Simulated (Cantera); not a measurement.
Charge: 1 mol SiCl₄, 0.23 mol CH₄, 16 mol H₂, at 2000 Pa.

Cantera equilibrium calculation (NASA polynomials, part measured and part estimated; ideal gas, pure solids and liquids). Candidate condensed phases: C, C₆H₆, C₇H₈, C₈H₁₈, Si, SiC; 109 gas species. Gases not in the tables: Si₂H₆ and higher silanes. Equilibrium is a limit: real reactors are often held back by kinetics, nucleation or transport.

### Question
Which condensed phases are stable at each of these points (T (°C)): 677, 827, 977, 1127, 1277, 1427, 1577, 1727, 1877, 2027, 2177, 2327?

### Answer
```tsv
T (°C)	condensed phases	Si condensed (%)
677	SiC(s)	22.8
827	SiC(s)	23.0
977	SiC(s)	23.0
1127	SiC(s)	23.0
1277	SiC(s)	23.0
1427	SiC(s)	23.0
1577	SiC(s)	23.0
1727	SiC(s)	22.9
1877	SiC(s)	22.2
2027	SiC(s)	16.7
2177	gas only	0.0
2327	gas only	0.0
```

From 677 °C to 2027 °C the condensed part is SiC(s). From 2177 °C to 2327 °C nothing is condensed.
